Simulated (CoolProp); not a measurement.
A simple Rankine cycle with R1224YDZ: condensing at 311.15 K, boiler at 2.39 MPa, turbine inlet 425 K, turbine efficiency 0.6, pump efficiency 0.8, no recuperator. Each further row changes one setting.

Model: reference Helmholtz-energy equation of state, Akasaka 2023, in CoolProp.

```csv
case,thermal efficiency (%),net work (kJ/kg),heat in (kJ/kg),turbine exit temperature (K),volume ratio over the turbine
as stated,10.2,23.5,231,367.5,13.0
turbine inlet 445 K,10.2,?,256,392.4,?
condensing temperature 303.15 K,11.0,26.4,?,363.4,16.9
boiler pressure 1.67 MPa,9.1,22.1,244,383.1,8.02
turbine efficiency 0.5,8.3,19.2,231,372.2,13.2
```

Fill in the missing entries.


- turbine inlet 445 K, net work (kJ/kg): 26.1
- turbine inlet 445 K, volume ratio over the turbine: 12.0
- condensing temperature 303.15 K, heat in (kJ/kg): 240
